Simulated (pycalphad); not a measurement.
Computed with pycalphad from the COST 507 light-alloy database (1999), at 1 atm. The data set is of 1999 and partly superseded. Amounts are mole fractions of atoms.

Task: Give the equilibrium state of Al-0.4312Si-2.882C (wt.%) at 1275 K.

Result: liquid, fraction 0.854, with 0.48 Si, <0.01 C wt.%; AL4C3, fraction 0.146, with 0.02 Si, 25.0 C wt.%.

Task: Give the equilibrium state of Al-0.4312Si-2.882C (wt.%) at 925 K.

Result: fcc, fraction 0.855, with 0.10 Si, <0.01 C wt.%; AL4C3, fraction 0.094, with 0.03 Si, 25.0 C wt.%; AL8SIC7, fraction 0.051, with 8.6 Si, 25.6 C wt.%.

Database names, with the compositions (at.%) that they take in these runs: AL4C3: Al 57 C 43; AL8SIC7: Al 50 C 44 Si 6.
